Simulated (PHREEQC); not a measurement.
Make-up at 65 °C: 90 mmol/kgw AgF and 0.12 mmol/kgw HF. Closed to the air; pH follows from the charge balance.

Model: ion-association model, wateq4f.dat, run in PHREEQC.

```json
[
 {"quantity": "pH", "before": "6.37", "after": "7.25"},
 {"quantity": "ionic strength (mol/kgw)", "before": "0.0846", "after": "0.0846"},
 {"quantity": "F- (mol/kgw)", "before": "0.0846", "after": "0.0846"},
 {"quantity": "HF (mol/kgw)", "before": "8.70e-5", "after": "1.15e-5"},
 {"quantity": "HF2- (mol/kgw)", "before": "3.30e-5", "after": "4.36e-6"},
 {"quantity": "H2F2 (mol/kgw)", "before": "4.29e-9", "after": "7.51e-11"}
]
```

Question: Name the change that produced these shifts.
A. HF from 0.00012 to 0.000108 mol/kgw
B. HF from 0.00012 to 0.00024 mol/kgw
C. HF from 0.00012 to 0.0006 mol/kgw
D. AgF left out
E. HF from 0.00012 to 1.2e-05 mol/kgw

Answer: E, HF from 0.00012 to 1.2e-05 mol/kgw

Precipitation was switched off in this run. Some of these states are supersaturated (in Ag2O, for instance). Away from 25 °C the constants follow the database's enthalpies or fits; those with neither stay at their 25 °C values.
